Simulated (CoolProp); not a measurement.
Properties of sulfur hexafluoride at several states (Tc = 45.6 °C, pc = 37.55 bar, ω = 0.210).

The numbers come from the reference Helmholtz-energy equation of state, Guder 2009 in CoolProp.

```
T (°C)  p (bar)          phase  density (kg/m³)  speed of sound (m/s)  expansivity (1/kK)  viscosity (µPa s)  conductivity (mW/(m K))
------  -------  -------------  ---------------  --------------------  ------------------  -----------------  -----------------------
322.45      136  supercritical            406.6                 201.1               2.388               36.0                     47.1
32.15      52.8         liquid             1370                 236.9               7.082                124                     55.3
320.45     1.63            gas            4.829                 189.6               1.697               27.4                     33.8
256.85     2.42            gas            8.045                 179.1               1.916               25.0                     29.8
-10.55     6.55            gas            49.98                 115.4               5.872               13.8                     10.6
```

Viscosity comes from a separate model (Quiñones-Cisneros 2012). Thermal conductivity comes from a separate model (Assael 2012).
